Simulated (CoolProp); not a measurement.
Aqueous ethylene glycol as a coolant, 25 % by mass, freezing at -11.0 °C, 1 atm.

Model: Melinder's fits for secondary coolants, in CoolProp.

```csv
T (°C),viscosity (mPa s),density (kg/m³),cp (kJ/(kg K)),Prandtl number
-5.6,4.60,1038,3.749,37.6
-2.2,4.02,1038,3.758,32.7
1.3,3.52,1037,3.766,28.4
4.7,3.11,[?],3.774,25.0
8.1,2.76,1035,3.782,22.1
11.6,2.46,1034,3.791,19.5
15,2.21,[?],[?],17.4
18.4,1.99,1032,3.807,15.6
21.9,1.80,1030,3.815,14.1
25.3,1.64,1029,3.823,12.7
28.7,1.50,1028,3.831,11.6
32.2,1.37,1026,3.839,10.6
35.6,1.26,1025,3.847,9.68
39,1.17,1023,3.855,8.92
```

Q: Fill in the missing entries.

A: 
- 4.7, density (kg/m³): 1036
- 15, density (kg/m³): 1033
- 15, cp (kJ/(kg K)): 3.799
